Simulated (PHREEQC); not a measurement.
1 g of hydrous ferric oxide (600 m²/g; 0.2 weak and 0.005 strong sites per Fe, Dzombak-Morel constants, diffuse double layer) in 1 kg of water with 0.3 mol/kgw of an inert sodium salt and 3.9e-06 mol NiCl2, at 25 °C; the pH is set by adding NaOH or the inert anion's acid. Oxygen is held at 0.21 atm. CO2 from the air is kept out. Precipitation was switched off in this run.

The series has 17 steps of pH, from 4 to 10.

Equilibrium calculation in PHREEQC: ion-association model, wateq4f.dat.

Question: Near which pH is half of the Ni sorbed, and on which side is more sorbed?

Answer: Near pH 6.0, with more sorbed at higher pH.
